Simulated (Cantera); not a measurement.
# Gas activation for diamond growth

An isothermal, constant-pressure homogeneous reactor starts with CH4 : H2 : N2 = 0.042 : 1 : 0.002 (molar parts), at 1423 K and 0.0267 bar.

Computed with Cantera and GRI-Mech 3.0 (53 species, 325 reactions). GRI-Mech 3.0 stops at C3 and has no aromatics, soot or wall deposition, so with more carbon than oxygen in the feed, carbon stays in small species such as C2H2 where larger ones or solid carbon would form. Radical loss at walls, strong at low pressure, is not modelled.

| t (s) | x CH4 | x H2 | x C2H2 | x H | x CH2 | x C2H4 |
|---|---|---|---|---|---|---|
| 0.000500 | 0.0402 | 0.958 | <1e-12 | 6.97e-8 | <1e-12 | <1e-12 |
| 0.00112 | 0.0402 | 0.958 | <1e-12 | 1.57e-7 | <1e-12 | <1e-12 |
| 0.00251 | 0.0402 | 0.958 | <1e-12 | 3.51e-7 | <1e-12 | 4.38e-12 |
| 0.00562 | 0.0402 | 0.958 | <1e-12 | 7.87e-7 | <1e-12 | 4.97e-11 |
| 0.0126 | 0.0402 | 0.958 | 1.22e-12 | 1.76e-6 | 2.02e-12 | 5.67e-10 |
| 0.0282 | 0.0402 | 0.958 | 3.96e-11 | 3.92e-6 | 1.01e-11 | 6.60e-9 |
| 0.0631 | 0.0402 | 0.958 | 1.57e-9 | 8.61e-6 | 4.84e-11 | 8.22e-8 |
| 0.141 | 0.0402 | 0.958 | 7.28e-8 | 1.76e-5 | 2.02e-10 | 1.03e-6 |
| 0.317 | 0.0402 | 0.958 | 2.31e-6 | 2.83e-5 | 5.19e-10 | 7.80e-6 |
| 0.710 | 0.0401 | 0.958 | 2.46e-5 | 3.17e-5 | 6.46e-10 | 2.08e-5 |
| 1.59 | 0.0399 | 0.958 | 0.000103 | 3.18e-5 | 6.48e-10 | 2.61e-5 |
| 3.56 | 0.0395 | 0.958 | 0.000286 | 3.19e-5 | 6.44e-10 | 2.88e-5 |
| 7.97 | 0.0387 | 0.959 | 0.000685 | 3.20e-5 | 6.36e-10 | 3.43e-5 |
| 17.9 | 0.0369 | 0.960 | 0.00153 | 3.23e-5 | 6.17e-10 | 4.62e-5 |
| 40.0 | 0.0334 | 0.961 | 0.00320 | 3.29e-5 | 5.79e-10 | 6.99e-5 |
x: mole fraction; the columns are a selection and need not sum to one.

Equilibrium at this temperature and pressure: CH4 0.00642, H2 0.975, C2H2 0.0151, H 4.05e-5, CH2 1.65e-10, C2H4 0.000250 (gas phase only).
